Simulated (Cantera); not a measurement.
An isothermal, constant-pressure homogeneous reactor starts with 14.4 % H₂, 9.01 % O₂, 76.6 % N₂, equivalence ratio 0.80, at 1225 K and 0.987 atm.

Detailed kinetics in Cantera: GRI-Mech 3.0 (53 species, 325 reactions). The temperature is held fixed by assumption; the heat of reaction is taken as removed at once.

One state of this run: x H₂ = 2.42e-5; x O₂ = 0.0194; x H = 5.54e-7; x NO = 8.06e-6; x O = 2.65e-6. x: mole fraction; the columns are a selection and need not sum to one.

Question: Which value of t (s) does it belong to?
A) 0.0172
B) 0.000586
C) 0.000108
D) 0.00317

Answer: D, 0.00317
